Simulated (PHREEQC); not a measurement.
Consider water at 25 °C with 0.012 mol/kgw H2SO4 and 0.0014 mol/kgw AlCl3. Closed to the air; pH follows from the charge balance.

Computed with PHREEQC (ion-association model, wateq4f.dat).

| quantity | before | after |
|---|---|---|
| pH | 1.79 | 3.63 |
| ionic strength (mol/kgw) | 0.0268 | 0.000421 |

Q: What was changed between the two runs?
(A) AlCl3 left out
(B) diluted 2-fold with water
(C) H2SO4 left out
(D) diluted 100-fold with water
(E) 0.0058 mol/kgw HBr added

A: D, diluted 100-fold with water

This is a speciation only: nothing precipitates in the calculation.
